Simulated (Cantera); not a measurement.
Charge: 1 mol NH3, 3 mol H2, 0.0051 mol SO2, at 1600 K and 0.133 bar.

Equilibrium computed with Cantera from the NASA thermochemical tables; the gas is ideal and each condensed phase is pure. Candidate condensed phases: H2O, H2SO4, S; 35 gas species. The numbers say what is thermodynamically allowed, not how fast it happens.

Base state: H2 0.897, N2 0.1000, H2O 0.00204, H2S 0.000987, H 0.000141, SH 2.91e-5 (mole fractions); condensed: gas only.

Problem. What changes in the equilibrium state with this change: SO2 from 0.0051 to 0.48 mol?

Solution. 
| species | before | after |
|---|---|---|
| H2 | 0.897 | 0.633 |
| H2O | 0.00204 | 0.189 |
| N2 | 0.1000 | 0.0984 |
| H2S | 0.000987 | 0.0635 |
| S2 | 1.71e-6 | 0.0142 |
| SO2 | <1e-9 | 0.000125 |
| S2O | <1e-9 | 1.36e-5 |
